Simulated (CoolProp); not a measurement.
Vapour-liquid equilibrium of diethyl ether (1) + methanol (2) at 365.3 K; x and y are mole fractions of (1).

Computed with CoolProp (multi-fluid Helmholtz-energy mixture model, Thol 2014 and de Reuck 1993; pair parameters Bell 2016).

Question: Give the bubble pressure and the first vapour's composition at x = 0.575, 0.65, 0.875. Is there an azeotrope?

Answer: x = 0.575: 5.360 bar, y = 0.680; x = 0.65: 5.465 bar, y = 0.718; x = 0.875: 5.584 bar, y = 0.868. y crosses x between x = 0.8 and 0.875: the model has an azeotrope there.

The pair parameters rest on a limited set of measurements; away from them the model extrapolates.
